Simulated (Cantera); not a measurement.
Input: 1 mol SiF4, 10 mol NH3, 6.8 mol H2, held at 1175 K and 0.0100 bar.

Equilibrium computed with Cantera from the NASA thermochemical tables; the gas is ideal and each condensed phase is pure. Candidate condensed phases: Si, Si3N4; 37 gas species. The tables' values for SiF3 are old estimates; treat these amounts as uncertain. Rates play no part.

Base state: H2 0.783, N2 0.180, SiF4 0.0351, HF 0.00188, SiHF3 0.000360, SiF3 0.000205 (mole fractions); condensed: Si3N4(s).

**Question.** What changes in the equilibrium state with this change: temperature from 1175 K to 1448 K?

**Answer.** 
| species | before | after |
|---|---|---|
| H2 | 0.783 | 0.777 |
| N2 | 0.180 | 0.179 |
| SiF4 | 0.0351 | 0.0289 |
| HF | 0.00188 | 0.00756 |
| SiF2 | 1.41e-6 | 0.000611 |
| H | 1.08e-6 | 8.13e-5 |
| SiF3 | 0.000205 | 0.00531 |
| SiH2F2 | 1.83e-6 | 1.56e-5 |
| SiHF3 | 0.000360 | 0.000991 |
| Si3N4(s), mol | 0.00303 | 0 |
The tables' values for SiF3, SiF2 are old estimates; treat these amounts as uncertain.
